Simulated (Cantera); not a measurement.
A freely propagating, adiabatic, planar premixed flame of 25.2 % H₂, 15.7 % O₂, 59.1 % N₂, equivalence ratio 0.80, unburnt at 473 K and 1.00 bar; mixture-averaged transport, grid criteria slope 0.08 and curve 0.16, no radiation.

Detailed kinetics in Cantera: the H2/O2 subset of GRI-Mech 3.0, which has no nitrogen chemistry. Burning velocities carry a grid error of a few per cent, more on coarse grids.

Task: Predict: laminar burning velocity; thermal thickness; peak x(OH); peak x(H); peak x(O); peak x(HO₂).

Result: 
| Item | Result |
|---|---|
| laminar burning velocity | 383 cm/s |
| thermal thickness | 0.407 mm |
| peak x(OH) | 0.0154 |
| peak x(H) | 0.0339 |
| peak x(O) | 0.0122 |
| peak x(HO₂) | 0.000390 |
